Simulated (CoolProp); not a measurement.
Computed with CoolProp (reference Helmholtz-energy equation of state, Lemmon 2006). It is a short technical equation, of lower accuracy than the large ones.

Question: Give the vapour pressure (MPa), liquid density (kg/m³), enthalpy of vaporisation (kJ/kg) of saturated nitrous oxide at 293.9 K.

Answer: 
| T (K) | p (MPa) | liquid density (kg/m³) | enthalpy of vaporisation (kJ/kg) |
|---|---|---|---|
| 293.9 | 5.14 | 779 | 167 |
